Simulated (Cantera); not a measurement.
# Thermodynamics of carbon deposition, reforming and gasification, feed C₃H₈ + NH₃

Feed: 1 mol C₃H₈, 0.034 mol NH₃, held at 0.133 bar.

Method: chemical equilibrium by Gibbs-energy minimisation in Cantera with the NASA 1993 tables (ideal gas, pure condensed phases). Candidate condensed phases: C, C₆H₆, C₇H₈, C₈H₁₈; 92 gas species. Rates play no part.

From 1150 °C to 2050 °C the condensed part is C(graphite). The main C-bearing gas is CH₄ at 1150 °C and C₂H₂ (acetylene) at 2050 °C.

```tsv
T (°C)	x H₂	x H	x C₂H₂ (acetylene)	x N₂	x HCN	n C(graphite)
1150	0.995	1.81e-5	3.42e-6	0.00416	3.84e-5	3.00
1225	0.995	4.70e-5	8.77e-6	0.00415	6.70e-5	3.00
1300	0.995	0.000111	2.06e-5	0.00412	0.000111	3.00
1375	0.995	0.000243	4.45e-5	0.00409	0.000174	3.00
1450	0.995	0.000498	9.00e-5	0.00404	0.000263	3.00
1525	0.994	0.000962	0.000172	0.00398	0.000382	3.00
1600	0.993	0.00176	0.000310	0.00389	0.000538	2.99
1675	0.992	0.00308	0.000535	0.00379	0.000732	2.99
1750	0.989	0.00517	0.000884	0.00365	0.000970	2.99
1825	0.985	0.00837	0.00141	0.00349	0.00125	2.98
1900	0.980	0.0131	0.00216	0.00331	0.00157	2.98
1975	0.972	0.0198	0.00322	0.00309	0.00192	2.96
2050	0.961	0.0292	0.00465	0.00286	0.00230	2.95
```
x: gas mole fraction; n: condensed amount in mol.
